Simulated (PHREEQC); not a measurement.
1 kg of water holding 0.031 mol/kgw K2CO3 meets 20 L of dry gas (O2 1 by moles) at fixed total pressure, at 100 atm; fugacities by Peng-Robinson. The gases take part in no redox reaction, some water evaporates into the gas, and hydrates or a liquid gas phase aren't modelled. Precipitation was switched off in this run.

Model: ion-association model, phreeqc.dat, run in PHREEQC.

```csv
T (°C),dissolved O2 (mol/kgw),φ of O2
10,0.134,0.905
20,0.111,0.917
30,0.0952,[?]
40,0.0843,[?]
50,0.0767,[?]
60,0.0715,[?]
70,0.0681,[?]
80,0.0660,0.968
90,0.0651,0.973
```

Task: Some entries are withheld; supply them.

Result: 
- 30, φ of O2: 0.928
- 40, φ of O2: 0.938
- 50, φ of O2: 0.947
- 60, φ of O2: 0.954
- 70, φ of O2: 0.961

Away from 25 °C the constants follow the database's enthalpies or fits; those with neither stay at their 25 °C values.
